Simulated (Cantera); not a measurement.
A closed system holds: 1 mol Si₂H₆, 0.42 mol HCl, a varied amount of N₂, equilibrated at 1748.15 K and 1.90 mbar.

Equilibrium computed with Cantera from the NASA thermochemical tables; the gas is ideal and each condensed phase is pure. Candidate condensed phases: NH₄Cl, Si, Si₃N₄; 28 gas species. The feed counts by its element totals alone. The tables' values for SiCl, SiN are old estimates; treat these amounts as uncertain. Equilibrium is a limit: real reactors are often held back by kinetics, nucleation or transport.

Problem. At 36 mol N₂, list the 5 most abundant gas species with their mole fractions, and the condensed phases.

Solution. N₂ 0.912, H₂ 0.0772, HCl 0.00664, SiCl₂ 0.00190, H 0.00146. Condensed: Si(l).
